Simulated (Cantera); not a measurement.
Cantera run, input and output.

```python
import numpy as np
import cantera as ct

surf = ct.Interface("diamond.yaml", "diamond_100")
gas, bulk = surf.adjacent["gas"], surf.adjacent["diamond"]
k = surf.kinetics_species_index(bulk.species_names[0])
cover = ["c6HH", "c6H*", "c6*H", "c6**", "c6HM", "c6B"]

rows, drift = [], 0.0
print(f"{'T':>10s}{'um/h':>11s}" + "".join(f"{s:>11s}" for s in cover))
for v in [925, 1000, 1075, 1150, 1225, 1300, 1375]:
    T, P, xH, xCH3 = v, 2300, 0.0029, 2.5e-05
    gas.TPX = T, P, {"H": xH, "CH3": xCH3, "CH4": 0.0023, "H2": 1 - xH - xCH3 - 0.0023}
    surf.TP = bulk.TP = T, P
    surf.coverages = "c6H*:0.1, c6HH:0.9"
    surf.advance_coverages(100.0)
    before = surf.coverages
    surf.advance_coverages(100.0)
    drift = max(drift, np.max(np.abs(surf.coverages - before) / (surf.coverages + 1e-9)))
    rate = surf.net_production_rates[k] * bulk.mean_molecular_weight / bulk.density * 3.6e9
    rows.append([rate, *surf[cover].coverages])
    print(f"{v:10.4g}{rate:11.4e}" + "".join(f"{x:11.3e}" for x in rows[-1][1:]))
```

It prints:

```
         T       um/h       c6HH       c6H*       c6*H       c6**       c6HM        c6B
       925 2.0257e-01  6.626e-01  1.213e-02  3.119e-01  5.357e-03  6.311e-03  5.497e-10
      1000 2.6419e-01  5.946e-01  1.819e-02  3.722e-01  9.489e-03  4.064e-03  7.169e-10
      1075 2.3141e-01  5.328e-01  2.522e-02  4.239e-01  1.521e-02  1.887e-03  6.280e-10
      1150 1.2968e-01  4.784e-01  3.285e-02  4.655e-01  2.239e-02  5.304e-04  3.519e-10
      1225 8.1830e-02  4.319e-01  4.070e-02  4.965e-01  3.061e-02  1.178e-04  2.221e-10
      1300 7.6844e-02  3.939e-01  4.850e-02  5.182e-01  3.931e-02  2.586e-05  2.085e-10
      1375 6.7043e-02  3.639e-01  5.605e-02  5.321e-01  4.786e-02  5.699e-06  1.819e-10
```

Detailed kinetics in Cantera: the Harris–Goodwin 1993 mechanism for the reconstructed diamond (100) surface.
